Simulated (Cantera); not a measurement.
Gas mixture: 32.2 % C₂H₆, 35.7 % CO, 32.2 % NH₃, at 101000 Pa, frozen composition.

Cantera's kinetic-theory transport with the Lennard-Jones parameters of GRI-Mech 3.0, ideal gas; thermal conductivity in the mixture-averaged form. Polar gases are described roughly by these parameters.

One state of this run: ρ (kg/m³) = 0.511; cp (J/kg/K) = 2155; μ (µPa s) = 22.2; λ (mW/m/K) = 61.0; Pr = 0.784; D (cm²/s) CH₄ = 0.692; D (cm²/s) CH₃ = 0.696; D (cm²/s) C₂H₂ = 0.524. D: mixture-averaged diffusion coefficient of that species in the mixture.

Q: Which value of T (K) does it belong to?
A. 600
B. 800
C. 700
D. 500

A: A, 600
